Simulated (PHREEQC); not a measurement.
A solution holds 21 mmol/kgw HBr, 3.4 mmol/kgw ZnSO4 and 22 mmol/kgw MnSO4, at 60 °C. Closed to the air; pH follows from the charge balance.

The numbers come from PHREEQC with the ion-association model, phreeqc.dat.

```csv
quantity,before,after
pH,2.01,3.71
ionic strength (mol/kgw),0.0736,0.00116
Mn+2 (mol/kgw),0.0154,0.000209
HSO4- (mol/kgw),0.00929,9.09e-6
SO4-2 (mol/kgw),0.00846,0.000232
MnSO4 (mol/kgw),0.00664,1.13e-5
```

What was changed between the two runs?
(A) MnSO4 from 0.022 to 0.11 mol/kgw
(B) diluted 100-fold with water
(C) HBr replaced by SrBr2 at the same molality
(D) temperature from 60 to 90 °C
(E) diluted 10-fold with water

B, diluted 100-fold with water

This is a speciation only: nothing precipitates in the calculation. Away from 25 °C the constants follow the database's enthalpies or fits; those with neither stay at their 25 °C values.
